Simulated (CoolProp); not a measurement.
The fluid at 293.15 K and 0.779 MPa flows at 4.5 m/s in a round tube of 20 mm bore and 1.5 µm roughness, fully developed (64/Re and Nu = 3.66 if laminar; Colebrook and Gnielinski if turbulent). The same conditions are run with several fluids, on thermodynamics alone (safety and materials aside).

Computed with CoolProp (reference Helmholtz-energy equation of state of each fluid (ethane: Bücker 2006; CF4 (R14): Platzer 1990; R13: Platzer 1990; normal hydrogen: Leachman 2009; dry air: Lemmon 2000)). The equations of Platzer and Polt are older, rougher fits. Blends and air are pseudo-pure fits.

Problem. Rank ethane, CF4 (R14), R13, normal hydrogen, dry air by Reynolds number, highest first.

Solution. R13 (229000), CF4 (R14) (150000), ethane (98500), dry air (45600), normal hydrogen (6560)

```tsv
fluid	Darcy friction factor	pressure drop (Pa/m)	heat-transfer coefficient (W/(m² K))	mass flow (kg/h)
ethane	0.0184	95.9	210	52.3
CF4 (R14)	0.0170	250	215	148
R13	0.0159	291	241	184
normal hydrogen	0.0347	11.3	187	3.26
dry air	0.0216	101	129	47.2
```

Transport values come from each fluid's own correlations; those of CF4 (R14), R13 are estimates that may be off by 10 % or more.
